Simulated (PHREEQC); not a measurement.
Synthetic water in mg/L, 60 °C, pH 7.86, pe 9:

| constituent | mg/L |
|---|---|
| Na | 189 |
| K | 235 |
| Ca | 28.5 |
| Mg | 33.6 |
| Cl | 143 |
| S(6) as SO4 | 543 |
| Alkalinity as HCO3 | 169 |
| Pb | 1.1 |
| Sr | 0.31 |
| Br | 0.514 |
| Zn | 0.435 |
| Si as SiO2 | 20.6 |
| Cd | 0.49 |

Valence states are taken as typed.

Model: ion-association model, phreeqc.dat, run in PHREEQC.

This is a speciation only: nothing precipitates in the calculation.

Question: Order these Mg species by the share of Mg that they hold, largest first: MgOH+, MgHCO3+, Mg+2, MgCO3, MgSO4.

Answer: Mg+2 (56 %), MgSO4 (42 %), MgHCO3+ (1.3 %), MgCO3 (0.60 %), MgOH+ (0.16 %)

Question: Order these Sr species by the share of Sr that they hold, largest first: SrSO4, SrHCO3+, SrCO3, Sr+2.

Answer: Sr+2 (68 %), SrSO4 (27 %), SrHCO3+ (4.9 %), SrCO3 (0.78 %)

The pH is 7.86 and the ionic strength 0.0224 mol/kgw. Examples of supersaturated solids here: Otavite, Pb(OH)2. Others may be too. At this temperature some constants are extrapolated from 25 °C, and those without enthalpy data are left unchanged. The database's zinc carbonate complexes are estimates, stronger than later reviews accept.
